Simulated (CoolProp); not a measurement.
Properties of C3F8 (R218) at several states (Tc = 71.9 °C, pc = 2.640 MPa, ω = 0.317).

Model: reference Helmholtz-energy equation of state, Lemmon 2006, in CoolProp. It is a short technical equation, of lower accuracy than the large ones.

```
T (°C)   p (MPa)   phase       Z  cv (kJ/(kg K))
-------  -------  ------  ------  --------------
9.35       0.355     gas  0.9007          0.7451
156.85      2.47     gas  0.8545          0.9332
-130.85     6.68  liquid  0.5420          0.5038
```
